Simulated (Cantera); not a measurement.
# Ignition delay

Mixture: CO : H2 : CH4 : O2 : N2 = 1 : 0.65 : 0.41 : 1.5 : 10.3 (molar parts), equivalence ratio 1.1, at 5.00 bar, adiabatic and at constant volume. Ignition delay is the time to a rise of 400 K.

Model: GRI-Mech 3.0 (53 species, 325 reactions), integrated in Cantera.

| T0 (K) | delay (ms) |
|---|---|
| 1075 | 1.22 |
| 1125 | 0.548 |
| 1175 | 0.299 |
| 1225 | 0.184 |
| 1275 | 0.120 |
| 1325 | 0.0825 |

```json
{
 "apparent activation energy between 1225 and 1325 K": "110 kJ/mol"
}
```
